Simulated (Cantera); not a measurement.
A diamond (100) surface in a fixed gas of H2 with x(CH4) = 0.0078, x(CH3) = 0.0001, at 1125 K, 71.3 Torr; coverages are run to steady state.

Model: the Harris–Goodwin 1993 mechanism for the reconstructed diamond (100) surface, integrated in Cantera.

θ: site fractions in the mechanism's names (c6HH fully hydrogenated, c6H* and c6*H radical sites, c6** diradical, c6HM methylated).

```tsv
x(H)	growth (µm/h)	θ c6HH	θ c6H*	θ c6*H	θ c6**	θ c6HM
0.0001	0.355	0.593	0.0240	0.359	0.00516	0.0113
0.0002	0.758	0.544	0.0266	0.399	0.00879	0.0128
0.00038	___	0.517	0.0281	0.421	___	0.0133
0.00074	2.41	0.501	0.0290	0.434	0.0156	0.0123
0.0015	3.81	0.494	0.0296	0.443	0.0181	0.00995
0.0028	5.10	0.491	0.0300	0.448	0.0195	0.00727
0.0055	___	0.490	0.0303	0.452	0.0204	___
0.011	7.17	0.490	0.0306	0.454	0.0210	0.00265
0.021	7.67	0.491	0.0308	0.455	0.0213	0.00149
```

Q: Complete the blanks.

A: 
- 0.00038, growth (µm/h): 1.40
- 0.00038, θ c6**: 0.0124
- 0.0055, growth (µm/h): 6.30
- 0.0055, θ c6HM: 0.00462
